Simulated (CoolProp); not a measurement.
The numbers come from the reference Helmholtz-energy equation of state, Thol 2019 in CoolProp.

Problem. For dodecamethylpentasiloxane (MD3M), give the phase and the density (kg/m³), cv (kJ/(kg K)), isothermal compressibility (1/MPa) at 25.35 °C and 8.35 bar.

Solution. 
- 25.35 °C and 8.35 bar: liquid; density 871, cv 1.43, isothermal compressibility 0.00152
